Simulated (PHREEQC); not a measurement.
1 kg of water holding 0.034 mol/kgw Na2CO3 and 0.063 mol/kgw NaCl meets 20 L of dry gas (N2 1 by moles) at fixed total pressure, at 80 °C; fugacities by Peng-Robinson. The gases take part in no redox reaction, some water evaporates into the gas, and hydrates or a liquid gas phase aren't modelled. No solid was allowed to form.

Model: ion-association model, phreeqc.dat, run in PHREEQC.

Problem. Predict dissolved N2 (mol/kgw) at P (atm) = 40, 150, 400.

Solution. 
```csv
P (atm),dissolved N2 (mol/kgw)
40,0.0169
150,0.0580
400,0.132
```

Complexes and solids missing from the database can't appear. Away from 25 °C the constants follow the database's enthalpies or fits; those with neither stay at their 25 °C values.
